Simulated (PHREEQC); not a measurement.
Dissolve 8.1 mmol/kgw HF and 5.6 mmol/kgw NH4HF2 at 25 °C. Closed to the air; pH follows from the charge balance.

Equilibrium calculation in PHREEQC: ion-association model, wateq4f.dat.

```
quantity                    before     after
------------------------  --------  --------
pH                            2.90      3.16
ionic strength (mol/kgw)   0.00695   0.00636
HF (mol/kgw)                0.0114    0.0124
F- (mol/kgw)               0.00666   0.00603
H2F2 (mol/kgw)            0.000338   8.61e-5
HF2- (mol/kgw)            0.000291  0.000330
```

**Question.** Which change was made?
(A) NH4HF2 left out
(B) temperature from 25 to 65 °C
(C) HF from 0.0081 to 0.081 mol/kgw
(D) diluted 5-fold with water
(E) temperature from 25 to 80 °C

**Answer.** B, temperature from 25 to 65 °C

No solid was allowed to form. Away from 25 °C the constants follow the database's enthalpies or fits; those with neither stay at their 25 °C values.
